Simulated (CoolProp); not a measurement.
Vapour-liquid equilibrium of acetone (1) + ethanol (2) at -0.45 °C; x and y are mole fractions of (1).

Values from CoolProp's multi-fluid Helmholtz-energy mixture model, Lemmon 2006 and Schroeder 2014; pair parameters Bell 2016.

| x | bubble pressure, mixture model (MPa) | bubble pressure, Raoult's law (MPa) | y, mixture model | y, Raoult's law |
|---|---|---|---|---|
| 0.05 | 0.002464 | 0.001928 | 0.400 | 0.235 |
| 0.125 | 0.003573 | 0.002493 | 0.614 | 0.455 |
| 0.2 | 0.004439 | 0.003057 | 0.710 | 0.594 |
| 0.275 | 0.005127 | 0.003622 | 0.765 | 0.689 |
| 0.35 | 0.005687 | 0.004186 | 0.802 | 0.759 |
| 0.425 | 0.006158 | 0.004751 | 0.829 | 0.812 |
| 0.5 | 0.006570 | 0.005316 | 0.852 | 0.854 |
| 0.575 | 0.006948 | 0.005880 | 0.872 | 0.888 |
| 0.65 | … | 0.006445 | 0.892 | 0.916 |
| 0.725 | 0.007669 | 0.007009 | 0.912 | 0.939 |
| 0.8 | 0.008034 | 0.007574 | 0.932 | 0.959 |
| 0.875 | … | 0.008139 | 0.955 | 0.976 |
| 0.95 | 0.008807 | 0.008703 | … | 0.991 |

What belongs in the gaps?


- 0.65, bubble pressure, mixture model (MPa): 0.007310
- 0.875, bubble pressure, mixture model (MPa): 0.008412
- 0.95, y, mixture model: 0.981

The largest gap from Raoult's law is +45.2 % in bubble pressure, at x = 0.2. No azeotrope shows between x = 0.05 and 0.95.

The pair parameters rest on a limited set of measurements; away from them the model extrapolates.
